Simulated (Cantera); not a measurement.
A perfectly stirred reactor is fed with H2 : O2 : N2 : NO = 1 : 0.781 : 2.94 : 0.0074 (molar parts), at 1000000 Pa; it is adiabatic with a 450 K inlet, and is followed from long to short residence time, starting on the burning branch (τ in s: 0.047, 0.024, 0.012, 0.0062, 0.0031, 0.0016, 0.0008, 0.00041, 0.00021, 0.0001, 5.3e-05).

Model: GRI-Mech 3.0 (53 species, 325 reactions), integrated in Cantera. The hydrogen kinetics of GRI-Mech 3.0 are dated; newer H2 mechanisms differ, most at raised pressure. The mechanism lacks 2 NO + O2 → 2 NO2 and HONO, so NO2 and the effect of NO are under-described below about 1400 K.

Task: What does this change do: N2 2.94 to 4.6 parts?

Result: 
```json
[
 {"quantity": "blow-out, bracketed by the residence times tried", "before": "burning at 53.0 µs, the shortest tried", "after": "burning at 53.0 µs, the shortest tried"},
 {"quantity": "x(H2) at τ = 47.0 ms", "before": "0.000129", "after": "6.30e-5"},
 {"quantity": "x(O2) at τ = 47.0 ms", "before": "0.0659", "after": "0.0477"},
 {"quantity": "x(NO) at τ = 47.0 ms", "before": "0.00198", "after": "0.00124"},
 {"quantity": "x(OH) at τ = 47.0 ms", "before": "0.00163", "after": "0.000257"},
 {"quantity": "x(H) at τ = 47.0 ms", "before": "8.06e-6", "after": "9.52e-7"},
 {"quantity": "x(H2) at τ = 1.60 ms", "before": "0.000480", "after": "0.000666"},
 {"quantity": "x(O2) at τ = 1.60 ms", "before": "0.0659", "after": "0.0478"},
 {"quantity": "x(NO) at τ = 1.60 ms", "before": "0.00176", "after": "0.00123"},
 {"quantity": "x(OH) at τ = 1.60 ms", "before": "0.00240", "after": "0.000638"},
 {"quantity": "x(H) at τ = 1.60 ms", "before": "3.61e-5", "after": "2.27e-5"}
]
```

Task: What does this change do: 0.048 parts CO2 added?

Result: 
| quantity | before | after |
|---|---|---|
| blow-out, bracketed by the residence times tried | burning at 53.0 µs, the shortest tried | burning at 53.0 µs, the shortest tried |
| x(H2) at τ = 47.0 ms | 0.000129 | 0.000113 |
| x(O2) at τ = 47.0 ms | 0.0659 | 0.0653 |
| x(NO) at τ = 47.0 ms | 0.00198 | 0.00188 |
| x(OH) at τ = 47.0 ms | 0.00163 | 0.00146 |
| x(H) at τ = 47.0 ms | 8.06e-6 | 6.51e-6 |
| x(H2) at τ = 1.60 ms | 0.000480 | 0.000474 |
| x(O2) at τ = 1.60 ms | 0.0659 | 0.0653 |
| x(NO) at τ = 1.60 ms | 0.00176 | 0.00174 |
| x(OH) at τ = 1.60 ms | 0.00240 | 0.00223 |
| x(H) at τ = 1.60 ms | 3.61e-5 | 3.41e-5 |

Task: What does this change do: O2 0.781 to 1 parts?

Result: 
```json
[
 {"quantity": "blow-out, bracketed by the residence times tried", "before": "burning at 53.0 µs, the shortest tried", "after": "burning at 53.0 µs, the shortest tried"},
 {"quantity": "x(H2) at τ = 47.0 ms", "before": "0.000129", "after": "6.28e-5"},
 {"quantity": "x(O2) at τ = 47.0 ms", "before": "0.0659", "after": "0.112"},
 {"quantity": "x(NO) at τ = 47.0 ms", "before": "0.00198", "after": "0.00177"},
 {"quantity": "x(OH) at τ = 47.0 ms", "before": "0.00163", "after": "0.00132"},
 {"quantity": "x(H) at τ = 47.0 ms", "before": "8.06e-6", "after": "3.50e-6"},
 {"quantity": "x(H2) at τ = 1.60 ms", "before": "0.000480", "after": "0.000322"},
 {"quantity": "x(O2) at τ = 1.60 ms", "before": "0.0659", "after": "0.112"},
 {"quantity": "x(NO) at τ = 1.60 ms", "before": "0.00176", "after": "0.00166"},
 {"quantity": "x(OH) at τ = 1.60 ms", "before": "0.00240", "after": "0.00202"},
 {"quantity": "x(H) at τ = 1.60 ms", "before": "3.61e-5", "after": "1.89e-5"}
]
```
